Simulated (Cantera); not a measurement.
A perfectly stirred reactor is fed with 31.2 % CH4, 68.8 % N2, at 101000 Pa; it is held at 1848 K, and followed from long to short residence time.

Model: GRI-Mech 3.0 (53 species, 325 reactions), integrated in Cantera. GRI-Mech 3.0 stops at C3 and has no aromatics, soot or wall deposition, so with more carbon than oxygen in the feed, carbon stays in small species such as C2H2 where larger ones or solid carbon would form.

x: mole fraction; the columns are a selection and need not sum to one.

```csv
τ (s),x CH4,x C2H,x CH3,x C2H6,x CH2,x C2H2,x H
22,0.00337,1.11e-6,6.03e-5,3.02e-7,6.27e-8,0.117,0.000315
5.3,0.00442,1.11e-6,7.89e-5,4.51e-7,8.14e-8,0.117,0.000313
1.3,0.00728,1.09e-6,0.000129,1.06e-6,1.31e-7,0.116,0.000308
0.30,0.0143,1.05e-6,0.000248,3.72e-6,2.43e-7,0.113,0.000296
0.073,0.0286,9.73e-7,0.000484,1.42e-5,4.47e-7,0.107,0.000275
0.017,0.0582,8.38e-7,0.000948,5.64e-5,8.00e-7,0.0954,0.000238
0.0042,…,…,…,…,…,…,…
0.0010,…,…,…,…,…,…,…
```

### Question
Some entries are withheld; supply them.

### Answer

- 0.0042, x CH4: 0.109
- 0.0042, x C2H: 6.43e-7
- 0.0042, x CH3: 0.00171
- 0.0042, x C2H6: 0.000193
- 0.0042, x CH2: 1.31e-6
- 0.0042, x C2H2: 0.0743
- 0.0042, x H: 0.000186
- 0.0010, x CH4: 0.182
- 0.0010, x C2H: 3.81e-7
- 0.0010, x CH3: 0.00280
- 0.0010, x C2H6: 0.000550
- 0.0010, x CH2: 2.00e-6
- 0.0010, x C2H2: 0.0420
- 0.0010, x H: 0.000120
